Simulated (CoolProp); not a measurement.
Saturation properties of sulfur dioxide (Tc = 157.5 °C, pc = 7.887 MPa, ω = 0.256).

Model: reference Helmholtz-energy equation of state, Gao 2016, in CoolProp.

```
T (°C)  p (MPa)  liquid density (kg/m³)  vapour Z
------  -------  ----------------------  --------
26.65    0.4143                    1362    0.9284
31.95    0.4918                    1347    0.9197
37.25    0.5800                    1332    0.9104
42.55    0.6798                    1316    0.9005
47.85    0.7921                    1300    0.8899
53.15    0.9179                    1283    0.8785
58.45     1.058                    1266    0.8665
63.75     1.214                    1249    0.8537
69.05     1.386                    1231    0.8401
74.35     1.576                    1213    0.8256
```

It boils at -10.0 °C under 1 atm.
